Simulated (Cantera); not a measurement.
**CS₂ + SO₂ + O₂ + H₂ (abatement and gas-phase synthesis)**

A closed system holds: 1 mol CS₂, 0.11 mol SO₂, a varied amount of O₂, 0.91 mol H₂, held at 2248.15 K and 100 Torr.

Method: chemical equilibrium by Gibbs-energy minimisation in Cantera with the NASA 1993 tables (ideal gas, pure condensed phases). Candidate condensed phases: C, C₆H₆, C₇H₈, C₈H₁₈, H₂O, H₂SO₄, S; 123 gas species. Kinetics and transport are ignored.

From 0.059 mol O₂ to 2.4 mol O₂ nothing is condensed. The main C-bearing gas is CS₂ at 0.059 mol O₂ and CO at 2.4 mol O₂.

| n(O₂) (mol) | x SO₂ | x H₂ | x CO | x S₂ | x H₂O | x CS₂ | x CS | x SO | x CO₂ | x SH | x S | x H₂S | x H |
|---|---|---|---|---|---|---|---|---|---|---|---|---|---|
| 0.059 | 1.81e-12 | 0.334 | 0.138 | 0.185 | 1.36e-6 | 0.159 | 0.111 | 3.17e-7 | 1.03e-7 | 0.0290 | 0.0159 | 0.0170 | 0.0116 |
| 0.083 | 3.08e-12 | 0.328 | 0.155 | 0.196 | 1.72e-6 | 0.147 | 0.1000 | 4.20e-7 | 1.50e-7 | 0.0295 | 0.0164 | 0.0172 | 0.0115 |
| 0.12 | 6.68e-12 | 0.319 | 0.180 | 0.212 | 2.42e-6 | 0.128 | 0.0839 | 6.31e-7 | 2.52e-7 | 0.0303 | 0.0170 | 0.0174 | 0.0114 |
| 0.16 | 1.49e-11 | 0.310 | 0.207 | 0.229 | 3.45e-6 | 0.108 | 0.0682 | 9.62e-7 | 4.23e-7 | 0.0311 | 0.0177 | 0.0175 | 0.0112 |
| 0.23 | 6.28e-11 | 0.295 | 0.249 | 0.258 | 6.54e-6 | 0.0738 | 0.0438 | 2.03e-6 | 1.02e-6 | 0.0322 | 0.0188 | 0.0177 | 0.0109 |
| 0.32 | 6.85e-10 | 0.278 | 0.299 | 0.292 | 1.97e-5 | 0.0314 | 0.0175 | 6.92e-6 | 3.90e-6 | 0.0332 | 0.0200 | 0.0177 | 0.0106 |
| 0.45 | 0.00118 | 0.244 | 0.327 | 0.311 | 0.0224 | 2.82e-5 | 1.52e-5 | 0.00925 | 0.00551 | 0.0321 | 0.0206 | 0.0161 | 0.00994 |
| 0.62 | 0.0152 | 0.199 | 0.307 | 0.289 | 0.0667 | 6.74e-6 | 3.78e-6 | 0.0325 | 0.0189 | 0.0280 | 0.0199 | 0.0127 | 0.00899 |
| 0.87 | 0.0527 | 0.159 | 0.282 | 0.249 | 0.103 | 2.76e-6 | 1.67e-6 | 0.0584 | 0.0335 | 0.0232 | 0.0185 | 0.00939 | 0.00803 |
| 1.2 | 0.114 | 0.126 | 0.254 | 0.197 | 0.128 | 1.26e-6 | 8.54e-7 | 0.0810 | 0.0471 | 0.0184 | 0.0164 | 0.00663 | 0.00716 |
| 1.7 | 0.213 | 0.0951 | 0.219 | 0.124 | 0.147 | 4.47e-7 | 3.82e-7 | 0.0986 | 0.0624 | 0.0127 | 0.0130 | 0.00396 | 0.00621 |
| 2.4 | 0.348 | 0.0637 | 0.176 | 0.0427 | 0.165 | 7.41e-8 | 1.08e-7 | 0.0965 | 0.0837 | 0.00608 | 0.00765 | 0.00156 | 0.00508 |
x: gas mole fraction; nothing condenses.
